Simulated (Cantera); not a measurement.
Feed: 1 mol HMDSO, 6.2 mol CO2, 1.9 mol N2O, equilibrated at 1202 °C and 34.0 Pa.

These are equilibrium values from Cantera (NASA tables, ideal gas, pure condensed phases), not measurements of a reactor. Candidate condensed phases: C, C6H6, C7H8, C8H18, H2O, Si, SiC, SiO2, Si2N2O, Si3N4; 151 gas species. The feed counts by its element totals alone. The tables hold silica as quartz up to 1696 K and as liquid above; real silica turns to tridymite and cristobalite and melts near 1996 K. Rates play no part.

Base state: CO 0.508, H2 0.375, N2 0.0791, SiO 0.0375, H 0.000431, H2O 2.41e-5, CO2 1.32e-5 (mole fractions); condensed: SiO2(β-quartz).

Q: What changes in the equilibrium state with this change: temperature from 1202 °C to 1327 °C?

A: 
| species | before | after |
|---|---|---|
| CO | 0.508 | 0.507 |
| H2 | 0.375 | 0.373 |
| N2 | 0.0791 | 0.0790 |
| H | 0.000431 | 0.00180 |
| SiO | 0.0375 | 0.0385 |
| H2O | 2.41e-5 | 0.000731 |
| CO2 | 1.32e-5 | 0.000331 |
| SiO2(β-quartz), mol | 1.10 | 1.07 |
